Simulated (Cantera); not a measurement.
Input (Python, Cantera) and output of one run.

```python
import numpy as np
import cantera as ct

gas_names = [...]  # 151 gases of nasa_gas.yaml made of C, H, N, O, Si
cond_names = """
    C(gr) C6H6(L) C7H8(L) C8H18(L),n-octa H2O(s) H2O(L) Si(cr) Si(L) SiC(b) SiO2(Lqz) SiO2(hqz) SiO2(L)
    Si2N2O(s) Si3N4(a)
""".split()


# ... load() reads the species with a 1 bar reference pressure and builds the phases ...
atoms = {
    'SiC': {'Si': 1, 'C': 1},
    'H2O': {'H': 2, 'O': 1},
    'N2': {'N': 2},
}
top_T = {'C(gr)': 4500, 'SiC(b)': 3050, 'Si2N2O(s)': 2100, 'Si3N4(a)': 2400}  # K; cautious upper limits of use, not melting points


# ... equilibrate(T, P, feed) seeds the gas with the atoms and calls Mixture.equilibrate('TP', solver="vcs", rtol=1e-11, max_steps=5000) ...
results = []
feed = {'SiC': 1, 'H2O': 0.003, 'N2': 1.3}  # mol
T = 2025  # K
P = 240  # Pa
mix = equilibrate(T, P, feed)
results.append((T, P, feed, dict(zip(mix.species_names, mix.species_moles))))
print(gas.report(threshold=0.001))
for i in range(1, mix.n_phases):
    print(f"{mix.phase(i).name:16s} {mix.phase_moles(i):12.5e} mol")
```

It prints:

```
       temperature   2025 K
          pressure   240 Pa
           density   0.00039833 kg/m^3
  mean mol. weight   27.944 kg/kmol
   phase of matter   gas

                          1 kg             1 kmol
                     ---------------   ---------------
          enthalpy        2.0841e+06        5.8238e+07  J
   internal energy        1.4816e+06        4.1401e+07  J
           entropy             10838        3.0285e+05  J/K
    Gibbs function       -1.9862e+07       -5.5504e+08  J
 heat capacity c_p            1288.5             36008  J/K
 heat capacity c_v            991.01             27693  J/K

                      mass frac. Y      mole frac. X     chem. pot. / RT
                     ---------------   ---------------   ---------------
                CO         0.0022316         0.0022264            -46.45
                 H        5.2498e-05         0.0014554           -16.072
                H2        9.9009e-05         0.0013724           -32.144
                N2           0.99434           0.99187           -33.023
                Si         0.0024814          0.002469           -8.2418
     [ +146 minor]        0.00079338        0.00060276

C(gr)             0.00000e+00 mol
Si(L)             0.00000e+00 mol
SiC(b)            9.96373e-01 mol
SiO2(L)           0.00000e+00 mol
Si2N2O(s)         0.00000e+00 mol
Si3N4(a)          0.00000e+00 mol
```

Cantera equilibrium calculation (NASA polynomials, part measured and part estimated; ideal gas, pure solids and liquids). The tables' values for SiN are old estimates; treat these amounts as uncertain.
